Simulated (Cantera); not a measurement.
## B₂O₃ + O₂ + N₂ (boron, boron nitride and boron oxide)

A closed system holds: 1 mol B₂O₃, 0.48 mol O₂, 1.1 mol N₂, equilibrated at 1.20 mbar.

Cantera equilibrium calculation (NASA polynomials, part measured and part estimated; ideal gas, pure solids and liquids). Candidate condensed phases: B, BN, B₂O₃; 17 gas species. Kinetics and transport are ignored.

| T (K) | x N₂ | x B₂O₃ | x BO₂ | x O₂ | x O | x BO |
|---|---|---|---|---|---|---|
| 1748 | 0.422 | 0.373 | 0.0235 | 0.177 | 0.000891 | 2.86e-5 |
| 1848 | 0.420 | 0.364 | 0.0381 | 0.172 | 0.00227 | 0.000131 |
| 1948 | 0.417 | 0.351 | 0.0582 | 0.164 | 0.00519 | 0.000516 |
| 2048 | 0.412 | 0.334 | 0.0839 | 0.152 | 0.0108 | 0.00176 |
| 2148 | 0.405 | 0.311 | 0.114 | 0.137 | 0.0206 | 0.00534 |
| 2248 | 0.395 | 0.281 | 0.147 | 0.119 | 0.0363 | 0.0146 |
| 2348 | 0.379 | 0.242 | 0.177 | 0.0984 | 0.0591 | 0.0359 |
| 2448 | 0.356 | 0.190 | 0.197 | 0.0786 | 0.0903 | 0.0790 |
x: gas mole fraction; nothing condenses.

From 1748 K to 2448 K nothing is condensed. The main B-bearing gas is B₂O₃ throughout.
